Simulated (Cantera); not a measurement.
A closed system holds: 1 mol Si, 0.017 mol H₂O, 980 mol N₂, held at 0.0143 Torr.

These are equilibrium values from Cantera (NASA tables, ideal gas, pure condensed phases), not measurements of a reactor. Candidate condensed phases: H₂O, Si, SiO₂, Si₂N₂O, Si₃N₄; 35 gas species. Equilibrium is a limit: real reactors are often held back by kinetics, nucleation or transport.

At 2048 K, list the 4 most abundant gas species with their mole fractions, and the condensed phases.

N₂ 0.999, Si 0.00100, H 3.46e-5, SiO 1.73e-5. Condensed: gas only.
